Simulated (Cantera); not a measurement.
Input (Python, Cantera):

```python
import numpy as np
import cantera as ct

gas = ct.Solution("gri30.yaml", transport_model="mixture-averaged")
show = ['CH4', 'CO2', 'N2']

rows = []
print(f"{'T/K':>7s}{'rho':>11s}{'cp':>10s}{'mu':>11s}{'lambda':>11s}{'Pr':>7s}" + "".join(f"{'D_' + s:>11s}" for s in show))
for T in [400, 650, 900, 1150, 1400, 1650, 1900, 2150]:
    gas.TPX = T, 20, {'N2O': 0.46, 'NO': 0.22}
    Pr = gas.cp_mass * gas.viscosity / gas.thermal_conductivity
    D = [gas.mix_diff_coeffs_mole[gas.species_index(s)] for s in show]
    rows.append([gas.density, gas.cp_mass, gas.viscosity, gas.thermal_conductivity, Pr, *D])
    print(f"{T:7g}{gas.density:11.4e}{gas.cp_mass:10.1f}{gas.viscosity:11.4e}"
          f"{gas.thermal_conductivity:11.4e}{Pr:7.3f}" + "".join(f"{d:11.4e}" for d in D))
print("SI units: kg/m3, J/kg/K, Pa s, W/m/K, m2/s")
```

It prints:

```
    T/K        rho        cp         mu     lambda     Pr      D_CH4      D_CO2       D_N2
    400 2.3743e-04     977.2 2.0439e-05 2.7539e-02  0.725 1.5811e-01 1.0641e-01 1.4390e-01
    650 1.4611e-04    1109.0 3.0015e-05 4.5580e-02  0.730 3.7225e-01 2.5630e-01 3.3464e-01
    900 1.0552e-04    1198.9 3.8002e-05 6.2026e-02  0.735 6.5018e-01 4.5238e-01 5.8144e-01
   1150 8.2583e-05    1252.6 4.5039e-05 7.6996e-02  0.733 9.8398e-01 6.8845e-01 8.7764e-01
   1400 6.7836e-05    1291.0 5.1435e-05 9.0764e-02  0.732 1.3687e+00 9.6067e-01 1.2190e+00
   1650 5.7558e-05    1320.6 5.7367e-05 1.0356e-01  0.732 1.8007e+00 1.2664e+00 1.6024e+00
   1900 4.9984e-05    1343.1 6.2946e-05 1.1556e-01  0.732 2.2776e+00 1.6038e+00 2.0256e+00
   2150 4.4172e-05    1359.9 6.8246e-05 1.2690e-01  0.731 2.7971e+00 1.9713e+00 2.4867e+00
SI units: kg/m3, J/kg/K, Pa s, W/m/K, m2/s
```

Computed with Cantera and GRI-Mech 3.0 (53 species, 325 reactions). The composition is frozen, though it would react at the higher temperatures.
